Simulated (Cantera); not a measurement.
Ignition delay

Mixture: 6.53 % CH4, 11.9 % O2, 81.6 % N2, equivalence ratio 1.1, at 0.987 atm, adiabatic and at constant pressure. Ignition delay is the time to a rise of 400 K.

Detailed kinetics in Cantera: GRI-Mech 3.0 (53 species, 325 reactions).

```json
[
 {"T0 (K)": "1148", "delay (ms)": "187"},
 {"T0 (K)": "1248", "delay (ms)": "44.7"},
 {"T0 (K)": "1348", "delay (ms)": "12.1"},
 {"T0 (K)": "1448", "delay (ms)": "3.64"},
 {"T0 (K)": "1548", "delay (ms)": "1.26"},
 {"T0 (K)": "1648", "delay (ms)": "0.507"},
 {"T0 (K)": "1748", "delay (ms)": "0.237"},
 {"T0 (K)": "1848", "delay (ms)": "0.125"}
]
```

```yaml
apparent activation energy between 1648 and 1848 K: 180 kJ/mol
```
